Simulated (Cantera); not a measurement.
Input: 1 mol Al2O3, 15 mol H2, 1.6 mol H2O, held at 1.33 mbar.

Cantera equilibrium calculation (NASA polynomials, part measured and part estimated; ideal gas, pure solids and liquids). Candidate condensed phases: Al, Al2O3, H2O; 19 gas species. Rates play no part.

Problem. At 1598 K, list the 3 most abundant gas species with their mole fractions, and the condensed phases.

Solution. H2 0.902, H2O 0.0963, H 0.00138. Condensed: Al2O3(s).
